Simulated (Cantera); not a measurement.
## Premixed flame

A freely propagating, adiabatic, planar premixed flame of CH₃OH : O₂ : N₂ = 1 : 1 : 3.76 (molar parts), equivalence ratio 1.5, unburnt at 700 K and 10.0 bar; mixture-averaged transport, grid criteria slope 0.08 and curve 0.16, no radiation.

Cantera simulation using GRI-Mech 3.0 (53 species, 325 reactions); the numbers are that mechanism's predictions, not measurements. GRI-Mech 3.0 was tuned for natural gas; its chemistry of methanol as a main component is partial and can be far from experiment. Burning velocities carry a grid error of a few per cent, more on coarse grids.

```csv
z (mm),T (K),u (m/s),x CH₃OH,x O₂,x O,x CH₃,x CO₂,x HCO
-0.0966,701,1.20,0.173,0.172,<1e-8,<1e-8,1.29e-6,<1e-8
-0.0644,705,1.22,0.171,0.171,<1e-8,<1e-8,1.72e-5,<1e-8
-0.0483,720,1.26,0.168,0.168,<1e-8,<1e-8,9.40e-5,<1e-8
-0.0322,798,1.42,0.159,0.158,<1e-8,<1e-8,0.000701,<1e-8
-0.0161,1123,2.10,0.118,0.123,2.16e-8,4.50e-7,0.00510,1.70e-7
-0.00805,1453,2.83,0.0657,0.0860,3.51e-6,1.40e-5,0.0119,2.31e-5
0,1809,3.66,0.0103,0.0459,0.000153,0.000206,0.0225,0.000268
0.00805,1980,4.04,0.000161,0.0220,0.000585,0.000156,0.0336,4.33e-5
0.0161,2056,4.18,1.69e-6,0.00955,0.000623,4.84e-5,0.0430,3.43e-6
0.0322,2129,4.30,9.02e-8,0.00209,0.000404,4.71e-6,0.0536,1.73e-6
0.0644,2184,4.40,<1e-8,0.000401,0.000175,1.24e-7,0.0594,1.03e-6
0.129,2221,4.46,<1e-8,0.000110,5.65e-5,<1e-8,0.0606,5.65e-7
0.258,2239,4.49,<1e-8,3.02e-5,1.57e-5,<1e-8,0.0604,2.94e-7
```
x: mole fraction of selected species; z is measured from the peak of heat release.

```yaml
laminar_burning_velocity: 119 cm/s
thermal_thickness: 0.0322 mm
peak x(O): 0.000644
peak x(CH₃): 0.000250
peak x(HCO): 0.000270
grid_points: 142
```
